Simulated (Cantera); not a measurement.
An isothermal plug-flow reactor at 700 K and 4.93 atm (inlet), inlet velocity 1 m/s, active area per volume 1300 1/m; feed CO : O2 : N2 : H2O = 0.0068 : 0.12 : 0.79 : 0.015 (molar parts), equivalence ratio 0.028.

Computed with Cantera and Deutschmann's 1995 Pt surface mechanism with GRI-Mech 3.0 gas chemistry. Catalytic surfaces can have several steady states; this one follows from the mechanism file's or the stated starting coverage. Mass transfer to the wall is taken as infinitely fast.

Question: What does this change do: pressure from 4.93 atm to 7.80 atm?

Answer: 
```csv
quantity,before,after
x(CO) at z = 0.0078 m,0.00592,0.00622
x(O2) at z = 0.0078 m,0.128,0.128
x(H2O) at z = 0.0078 m,0.0161,0.0161
x(CO2) at z = 0.0078 m,0.00138,0.00108
θ(free Pt) at the exit,0.00646,0.00569
θ(O*) at the exit,0.987,0.987
θ(OH*) at the exit,0.00443,0.00522
θ(CO*) at the exit,0.00165,0.00213
```
